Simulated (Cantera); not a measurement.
Input: 1 mol SiHCl3, 3.3 mol NH3, 0.77 mol H2, equilibrated at 1177 °C and 1.00 bar.

Method: chemical equilibrium by Gibbs-energy minimisation in Cantera with the NASA 1993 tables (ideal gas, pure condensed phases). Candidate condensed phases: NH4Cl, Si, Si3N4; 28 gas species. The tables' values for SiCl3 are old estimates; treat these amounts as uncertain. Equilibrium is a limit: real reactors are often held back by kinetics, nucleation or transport.

Base state: H2 0.567, HCl 0.297, N2 0.122, SiCl4 0.00893, SiCl3 0.00178, SiHCl3 0.00147, SiCl2 0.00130, SiH2Cl2 3.73e-5 (mole fractions); condensed: Si3N4(s).

Question: What changes in the equilibrium state with this change: temperature from 1177 °C to 1500 °C?

Answer: 
| species | before | after |
|---|---|---|
| H2 | 0.567 | 0.579 |
| HCl | 0.297 | 0.235 |
| N2 | 0.122 | 0.140 |
| SiCl2 | 0.00130 | 0.0358 |
| H | 7.12e-6 | 0.000217 |
| Cl | 3.04e-6 | 6.75e-5 |
| SiCl4 | 0.00893 | 0.00188 |
| SiCl3 | 0.00178 | 0.00629 |
| SiH2Cl2 | 3.73e-5 | 0.000113 |
| Si3N4(s), mol | 0.294 | 0.199 |
